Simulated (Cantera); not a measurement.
Input: 1 mol SiCl4, 2.5 mol H2O, a varied amount of H2, held at 2048.15 K and 0.250 bar.

These are equilibrium values from Cantera (NASA tables, ideal gas, pure condensed phases), not measurements of a reactor. Candidate condensed phases: H2O, Si, SiO2; 30 gas species. The tables hold silica as quartz up to 1696 K and as liquid above; real silica turns to tridymite and cristobalite and melts near 1996 K. Gases not in the tables: Si(OH)4. The numbers say what is thermodynamically allowed, not how fast it happens.

**Question.** At 0.64 mol H2, list the 5 most abundant gas species with their mole fractions, and the condensed phases.

**Answer.** HCl 0.767, H2 0.126, H2O 0.0974, Cl 0.00717, H 0.00159. Condensed: SiO2(l).
